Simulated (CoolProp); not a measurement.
Saturated liquid density (kg/m³) of ammonia: the reference equation beside estimates from Tc = 132.4 °C, pc = 11.36 MPa, ω = 0.256. Rackett uses Z = 0.29056 − 0.08775 ω.

Computed with CoolProp (reference Helmholtz-energy equation of state, Gao 2020).

| T (°C) | reference | Rackett | van der Waals | Soave-Redlich-Kwong |
|---|---|---|---|---|
| 31.45 | 593.1 | 518.5 | 312.2 | 467.9 |
| 34.25 | 588.8 | 514.8 | 310.0 | 464.0 |
| 36.95 | 584.5 | 511.3 | 307.9 | 460.2 |
| 39.75 | (withheld) | 507.5 | 305.6 | 456.2 |
| 42.45 | 575.6 | 503.8 | 303.4 | 452.2 |
| 45.25 | 571.0 | 500.0 | 301.0 | 448.0 |
| 47.95 | 566.5 | 496.2 | 298.7 | 443.9 |
| 50.75 | 561.7 | (withheld) | 296.3 | 439.5 |
| 53.45 | (withheld) | 488.3 | 293.9 | (withheld) |
| 56.15 | 552.3 | 484.3 | 291.4 | 430.8 |
| 58.95 | 547.2 | 480.2 | 288.9 | 426.1 |
| 61.65 | 542.3 | 476.0 | 286.3 | 421.4 |
| 64.45 | 537.1 | (withheld) | 283.7 | (withheld) |
| 67.15 | 531.9 | 467.4 | 281.0 | 411.6 |
| 69.95 | 526.4 | 462.9 | 278.2 | 406.5 |

What belongs in the gaps?


- 39.75, reference: 580.0
- 50.75, Rackett: 492.2
- 53.45, reference: 557.0
- 53.45, Soave-Redlich-Kwong: 435.2
- 64.45, Rackett: 471.7
- 64.45, Soave-Redlich-Kwong: 416.5

Absolute difference from the reference over all 15 rows, mean and median: Rackett 12.4 and 12.4 %, van der Waals 47.3 and 47.2 %, Soave-Redlich-Kwong 21.8 and 21.8 %.
